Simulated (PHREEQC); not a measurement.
Consider water at 25 °C with 0.005 mol HF, 0.0018 mol NaBF4 and 0.095 mol H3PO4 per kg of water. Closed to the air; pH follows from the charge balance.

Computed with PHREEQC (ion-association model, wateq4f.dat).

This is a speciation only: nothing precipitates in the calculation.

Q: What pH, ionic strength does the model give?

A: pH 1.66; ionic strength 0.0268 mol/kgw.

Q: In which forms is B present?

A: BF4- 73 %, H3BO3 22 %, BF3OH- 4.2 %, BF2(OH)2- 0.9 % of the B.

H3PO4, which wateq4f.dat lacks, is added to it with the constant of phreeqc.dat. Real BF4- forms and hydrolyses slowly; the run takes it at equilibrium.
